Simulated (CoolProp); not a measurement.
Saturation properties of normal hydrogen.

Values from CoolProp's reference Helmholtz-energy equation of state, Leachman 2009.

```json
[
 {"T (K)": "21.2", "p (bar)": "1.285", "liquid cp (kJ/(kg K))": "10.26", "vapour Z": "0.8894", "surface tension (mN/m)": "1.77", "liquid viscosity (µPa s)": "12.6", "vapour viscosity (µPa s)": "1.04"},
 {"T (K)": "22.3", "p (bar)": "1.719", "liquid cp (kJ/(kg K))": "10.98", "vapour Z": "0.8664", "surface tension (mN/m)": "1.58", "liquid viscosity (µPa s)": "11.6", "vapour viscosity (µPa s)": "1.11"},
 {"T (K)": "23.5", "p (bar)": "2.301", "liquid cp (kJ/(kg K))": "11.89", "vapour Z": "0.8385", "surface tension (mN/m)": "1.38", "liquid viscosity (µPa s)": "10.6", "vapour viscosity (µPa s)": "1.18"},
 {"T (K)": "24.6", "p (bar)": "2.947", "liquid cp (kJ/(kg K))": "12.88", "vapour Z": "0.8104", "surface tension (mN/m)": "1.19", "liquid viscosity (µPa s)": "9.74", "vapour viscosity (µPa s)": "1.25"},
 {"T (K)": "25.7", "p (bar)": "3.710", "liquid cp (kJ/(kg K))": "14.10", "vapour Z": "0.7796", "surface tension (mN/m)": "1.01", "liquid viscosity (µPa s)": "8.98", "vapour viscosity (µPa s)": "1.32"},
 {"T (K)": "26.9", "p (bar)": "4.690", "liquid cp (kJ/(kg K))": "15.82", "vapour Z": "0.7425", "surface tension (mN/m)": "0.816", "liquid viscosity (µPa s)": "8.22", "vapour viscosity (µPa s)": "1.41"},
 {"T (K)": "28", "p (bar)": "5.736", "liquid cp (kJ/(kg K))": "17.98", "vapour Z": "0.7046", "surface tension (mN/m)": "0.642", "liquid viscosity (µPa s)": "7.56", "vapour viscosity (µPa s)": "1.50"},
 {"T (K)": "29.2", "p (bar)": "7.054", "liquid cp (kJ/(kg K))": "21.53", "vapour Z": "0.6579", "surface tension (mN/m)": "0.460", "liquid viscosity (µPa s)": "6.85", "vapour viscosity (µPa s)": "1.62"},
 {"T (K)": "30.3", "p (bar)": "8.439", "liquid cp (kJ/(kg K))": "27.21", "vapour Z": "0.6079", "surface tension (mN/m)": "0.304", "liquid viscosity (µPa s)": "6.20", "vapour viscosity (µPa s)": "1.75"},
 {"T (K)": "31.5", "p (bar)": "10.16", "liquid cp (kJ/(kg K))": "41.86", "vapour Z": "0.5397", "surface tension (mN/m)": "0.153", "liquid viscosity (µPa s)": "5.42", "vapour viscosity (µPa s)": "1.96"},
 {"T (K)": "32.6", "p (bar)": "11.97", "liquid cp (kJ/(kg K))": "116.7", "vapour Z": "0.4450", "surface tension (mN/m)": "0.0526", "liquid viscosity (µPa s)": "4.47", "vapour viscosity (µPa s)": "2.30"}
]
```

It boils at 20.4 K under 1 atm.

Viscosity comes from a separate model (Muzny 2013). Surface tension comes from a separate correlation (Mulero 2012).
